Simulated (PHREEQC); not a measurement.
**Silver or lead bath: speciation**

Consider water at 25 °C with 0.0012 mol/kgw Pb(NO3)2, 0.14 mol/kgw HNO3 and 0.0033 mol/kgw Zn(NO3)2. Closed to the air; pH follows from the charge balance.

The numbers come from PHREEQC with the ion-association model, phreeqc.dat.

```
Item                          Value
--------------------  -------------
pH                             0.95
ionic strength        0.152 mol/kgw
specific conductance    48400 µS/cm
density                 1.003 g/cm³
total alkalinity        -140 meq/kg
```

```csv
species,molality,activity,log γ
NO3-,0.148,0.107,-0.144
H+,0.140,0.113,-0.092
Zn+2,0.00330,0.00108,-0.485
Pb+2,0.000710,0.000236,-0.480
PbNO3+,0.000490,0.000371,-0.120
```

No solid was allowed to form.
